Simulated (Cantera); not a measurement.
Charge: 1 mol V2O3, a varied amount of H2, held at 1000 Pa.

Equilibrium computed with Cantera from the NASA thermochemical tables; the gas is ideal and each condensed phase is pure. Candidate condensed phases: H2O, V, VO, V2O3, V2O4, V2O5; 12 gas species. Mutual solubility and eutectic melting of coexisting phases are not modelled. VO: taken at fixed stoichiometry. Condensed phases not in the tables: the oxides between V2O3 and V2O5 other than VO2. Rates play no part.

Stable condensed phases, one row left out:

```
T in °C \ n(H2) in mol
          4.6  9.1   18   36   71  140  280  560 1100
   1325     A    A    A    A    A    A    B    B    B
   1275     A    A    A    A    A    A    B    B    B
   1225     A    A    A    A    A    A    B    B    B
   1175     A    A    A    A    A    A    A    B    B
   1075     A    A    A    A    A    A    A    A    B
   1025     A    A    A    A    A    A    A    A    B
    975     A    A    A    A    A    A    A    A    A
    925     A    A    A    A    A    A    A    A    A
    875     A    A    A    A    A    A    A    A    A
    825     A    A    A    A    A    A    A    A    A
    775     A    A    A    A    A    A    A    A    A
```

A: VO + V2O3; B: VO.

**Question.** Give the row for 1125 °C.

**Answer.** 4.6: VO + V2O3; 9.1: VO + V2O3; 18: VO + V2O3; 36: VO + V2O3; 71: VO + V2O3; 140: VO + V2O3; 280: VO + V2O3; 560: VO; 1100: VO.
